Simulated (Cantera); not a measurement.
Mixture: H₂ : O₂ : N₂ : NO = 1 : 1.16 : 3.37 : 0.011 (molar parts), at 34000 Pa, adiabatic and at constant volume. Ignition delay is the time to a rise of 400 K.

Detailed kinetics in Cantera: GRI-Mech 3.0 (53 species, 325 reactions). The mechanism lacks 2 NO + O2 → 2 NO2 and HONO, so NO2 and the effect of NO are under-described below about 1400 K. Where the delays flatten at high temperature, the 400 K rule measures the pace of heat release, not the induction time.

**Question.** What does this change do: pressure from 34000 Pa to 2700000 Pa?

**Answer.** 
| quantity | before | after |
|---|---|---|
| delay at 1200 K | 0.128 ms | 26.5 µs |
| delay at 1250 K | 0.108 ms | 13.4 µs |
| delay at 1300 K | 94.7 µs | 6.63 µs |
| delay at 1350 K | 86.2 µs | 3.24 µs |
| delay at 1400 K | 81.1 µs | 1.70 µs |
| delay at 1450 K | 78.6 µs | 1.03 µs |
| delay at 1500 K | 78.3 µs | 0.704 µs |
The hydrogen kinetics of GRI-Mech 3.0 are dated; newer H2 mechanisms differ, most at raised pressure. The pressure lies above the range GRI-Mech 3.0 was tuned for (to about 10 atm).
